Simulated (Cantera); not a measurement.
An adiabatic, constant-volume homogeneous reactor starts with CH4 : H2 : O2 : N2 : H2O = 1 : 0.035 : 1.34 : 5.06 : 0.77 (molar parts), at 1298 K and 5700 Torr. Integrator tolerance rtol = 1e-08.

Cantera simulation using GRI-Mech 3.0 (53 species, 325 reactions); the numbers are that mechanism's predictions, not measurements.

### Question
What does this change do: pressure from 5700 Torr to 3750 Torr?

### Answer
| quantity | before | after |
|---|---|---|
| time of steepest temperature rise | 1.78 ms | 2.87 ms |
| temperature at 0.700 s | 2811 K | 2795 K |
| equilibrium temperature | 2811 K | 2795 K |
| x(CH4) at 0.700 s | 4.77e-11 (gas-phase equilibrium 5.43e-11) | 2.16e-11 (gas-phase equilibrium 2.48e-11) |
| x(H2) at 0.700 s | 0.0757 (gas-phase equilibrium 0.0757) | 0.0759 (gas-phase equilibrium 0.0759) |
| x(O2) at 0.700 s | 0.000278 (gas-phase equilibrium 0.000278) | 0.000370 (gas-phase equilibrium 0.000370) |
| x(O) at 0.700 s | 0.000225 (gas-phase equilibrium 0.000225) | 0.000301 (gas-phase equilibrium 0.000301) |
| x(HCN) at 0.700 s | 1.93e-7 (gas-phase equilibrium 1.93e-7) | 1.27e-7 (gas-phase equilibrium 1.27e-7) |
